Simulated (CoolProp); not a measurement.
Values from CoolProp's reference Helmholtz-energy equation of state, Span 2000.

Q: Give the vapour pressure (MPa), liquid density (kg/m³), vapour density (kg/m³), liquid conductivity (mW/(m K)) of saturated nitrogen at 84.7, 90.8, 97 K.

A: 
```
T (K)  p (MPa)  liquid density (kg/m³)  vapour density (kg/m³)  liquid conductivity (mW/(m K))
-----  -------  ----------------------  ----------------------  ------------------------------
84.7     0.222                     772                    9.56                             130
90.8     0.386                     741                    16.1                             118
97       0.628                     707                    25.8                             106
```

Thermal conductivity comes from a separate model (Lemmon 2004).
